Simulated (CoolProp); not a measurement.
A simple Rankine cycle with n-butane: condensing at 288.15 K, boiler at 0.603 MPa, turbine inlet 332.9 K, turbine efficiency 0.65, pump efficiency 0.8, no recuperator. Each further row changes one setting.

Computed with CoolProp (reference Helmholtz-energy equation of state, Bücker 2006).

| case | thermal efficiency (%) | net work (kJ/kg) | heat in (kJ/kg) | turbine exit temperature (K) | volume ratio over the turbine |
|---|---|---|---|---|---|
| as stated | 7.3 | (withheld) | 435 | 306.2 | 3.48 |
| turbine inlet 352.9 K | 7.3 | (withheld) | 476 | 327.3 | (withheld) |
| condensing temperature 280.15 K | 8.6 | 38.9 | 454 | (withheld) | (withheld) |
| boiler pressure 0.422 MPa | 5.4 | 23.7 | 443 | 315.0 | 2.39 |
| turbine efficiency 0.55 | 6.1 | 26.7 | 435 | (withheld) | (withheld) |

**Question.** Complete the blanks.

**Answer.** 
- as stated, net work (kJ/kg): 31.8
- turbine inlet 352.9 K, net work (kJ/kg): 34.6
- turbine inlet 352.9 K, volume ratio over the turbine: 3.43
- condensing temperature 280.15 K, turbine exit temperature (K): 301.2
- condensing temperature 280.15 K, volume ratio over the turbine: 4.56
- turbine efficiency 0.55, turbine exit temperature (K): 309.0
- turbine efficiency 0.55, volume ratio over the turbine: 3.51
